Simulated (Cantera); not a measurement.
**Carbon deposition, reforming and gasification: n-butane + NH₃**

A closed system holds: 1 mol n-butane, 0.054 mol NH₃, equilibrated at 525 K and 2330 Torr.

Equilibrium computed with Cantera from the NASA thermochemical tables; the gas is ideal and each condensed phase is pure. Candidate condensed phases: C, C₆H₆, C₇H₈, C₈H₁₈; 92 gas species. Rates play no part.

```
Item                Value
--------------  ---------
x(CH₄)              0.972
x(H₂)              0.0178
x(N₂)              0.0104
x(NH₃)           0.000134
x(C₂H₆)           4.34e-6
n(C(graphite))   1.48 mol
gas amount      2.590 mol
```
